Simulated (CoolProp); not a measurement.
Vapour-liquid equilibrium of carbonyl sulfide (1) + propane (2) at 254.6 K; x and y are mole fractions of (1).

Computed with CoolProp (multi-fluid Helmholtz-energy mixture model, Lemmon 2006 and Lemmon 2009; pair parameters Bell 2016).

Question: Give the bubble pressure and the first vapour's composition at x = 0.15, 0.35, 0.95. Is there an azeotrope?

Answer: x = 0.15: 0.2776 MPa, y = 0.203; x = 0.35: 0.2987 MPa, y = 0.421; x = 0.95: 0.3538 MPa, y = 0.962. No azeotrope shows between x = 0.05 and 0.95.

The pair parameters rest on a limited set of measurements; away from them the model extrapolates.
